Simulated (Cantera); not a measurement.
Charge: 1 mol Al, 2.8 mol HCl, 48 mol H₂, held at 35.0 Pa.

Cantera equilibrium calculation (NASA polynomials, part measured and part estimated; ideal gas, pure solids and liquids). Candidate condensed phases: Al, AlCl₃; 12 gas species. The tables' values for AlCl₂ are old estimates; treat these amounts as uncertain. Rates play no part. All values below are at 1425 K.

Base state: H₂ 0.948, HCl 0.0324, AlCl 0.0176, AlCl₂ 0.00114, AlCl₃ 0.000779, H 0.000355 (mole fractions); condensed: gas only.

Q: What changes in the equilibrium state with this change: HCl from 2.8 to 16 mol?

A: 
```json
[
 {"species": "H₂", "before": "0.948", "after": "0.770"},
 {"species": "HCl", "before": "0.0324", "after": "0.214"},
 {"species": "AlCl₃", "before": "0.000779", "after": "0.00965"},
 {"species": "AlCl", "before": "0.0176", "after": "0.00408"},
 {"species": "Cl", "before": "9.94e-6", "after": "7.27e-5"},
 {"species": "AlCl₂", "before": "0.00114", "after": "0.00194"},
 {"species": "H", "before": "0.000355", "after": "0.000320"}
]
```
